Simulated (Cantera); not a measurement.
Mixture: CH₄ : O₂ : N₂ = 1 : 1.18 : 4.42 (molar parts), equivalence ratio 1.7, at 750 Torr, adiabatic and at constant volume. Ignition delay is the time to a rise of 400 K.

Cantera simulation using GRI-Mech 3.0 (53 species, 325 reactions); the numbers are that mechanism's predictions, not measurements.

Question: What does this change do: N2 4.42 to 5.9 parts?

Answer: 
```
quantity                                                before       after
--------------------------------------------------  ----------  ----------
delay at 1100 K                                        0.263 s     0.342 s
delay at 1250 K                                        28.5 ms     37.3 ms
delay at 1400 K                                        4.18 ms     5.43 ms
delay at 1550 K                                       0.820 ms     1.04 ms
delay at 1700 K                                       0.223 ms    0.274 ms
apparent activation energy between 1550 and 1700 K  190 kJ/mol  190 kJ/mol
```

Question: What does this change do: N2 4.42 to 8.4 parts?

Answer: 
| quantity | before | after |
|---|---|---|
| delay at 1100 K | 0.263 s | 0.486 s |
| delay at 1250 K | 28.5 ms | 53.7 ms |
| delay at 1400 K | 4.18 ms | 7.69 ms |
| delay at 1550 K | 0.820 ms | 1.41 ms |
| delay at 1700 K | 0.223 ms | 0.359 ms |
| apparent activation energy between 1550 and 1700 K | 190 kJ/mol | 200 kJ/mol |
